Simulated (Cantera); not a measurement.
An adiabatic, constant-pressure homogeneous reactor starts with 21.1 % H₂, 12.9 % O₂, 66.0 % N₂, equivalence ratio 0.82, at 1748 K and 1.60 bar.

Computed with Cantera and the H2/O2 subset of GRI-Mech 3.0, which has no nitrogen chemistry.

Q: Predict: time of steepest temperature rise; temperature at 3.00 s; equilibrium temperature; x(H₂) at 3.00 s; x(O₂) at 3.00 s; x(OH) at 3.00 s; x(HO₂) at 3.00 s; x(H₂O₂) at 3.00 s.

A: 
| Quantity | Result |
|---|---|
| time of steepest temperature rise | 5.10 µs |
| temperature at 3.00 s | 2822 K |
| equilibrium temperature | 2822 K |
| x(H₂) at 3.00 s | 0.0214 (gas-phase equilibrium 0.0214) |
| x(O₂) at 3.00 s | 0.0280 (gas-phase equilibrium 0.0280) |
| x(OH) at 3.00 s | 0.0261 (gas-phase equilibrium 0.0261) |
| x(HO₂) at 3.00 s | 1.03e-5 (gas-phase equilibrium 1.03e-5) |
| x(H₂O₂) at 3.00 s | 5.23e-7 (gas-phase equilibrium 5.23e-7) |
